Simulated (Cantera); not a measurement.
**Transport properties of process gases**

Gas mixture: C2H4 : H2O = 0.39 : 0.12 (molar parts), at 0.000888 atm, frozen composition.

Cantera's kinetic-theory transport with the Lennard-Jones parameters of GRI-Mech 3.0, ideal gas; thermal conductivity in the mixture-averaged form. Polar gases are described roughly by these parameters. The composition is frozen, though it would react at the higher temperatures.

| T (K) | ρ (kg/m³) | cp (J/kg/K) | μ (µPa s) | λ (mW/m/K) | Pr | D (cm²/s) H | D (cm²/s) NH3 | D (cm²/s) CH4 |
|---|---|---|---|---|---|---|---|---|
| 400 | 0.000695 | 1881 | 13.5 | 34.4 | 0.738 | 1880 | 330 | 350 |
| 550 | 0.000506 | 2315 | 18.1 | 55.9 | 0.751 | 3360 | 616 | 627 |
| 700 | 0.000397 | 2669 | 22.4 | 78.7 | 0.758 | 5160 | 975 | 963 |
| 850 | 0.000327 | 2933 | 26.2 | 102 | 0.755 | 7240 | 1400 | 1350 |
| 1000 | 0.000278 | 3179 | 29.9 | 125 | 0.759 | 9570 | 1880 | 1790 |
| 1150 | 0.000242 | 3371 | 33.3 | 148 | 0.759 | 12200 | 2420 | 2270 |
| 1300 | 0.000214 | 3533 | 36.5 | 170 | 0.758 | 15000 | 3010 | 2800 |
| 1450 | 0.000192 | 3669 | 39.5 | 191 | 0.757 | 18000 | 3650 | 3360 |
| 1600 | 0.000174 | 3782 | 42.4 | 212 | 0.756 | 21200 | 4330 | 3970 |
D: mixture-averaged diffusion coefficient of that species in the mixture.
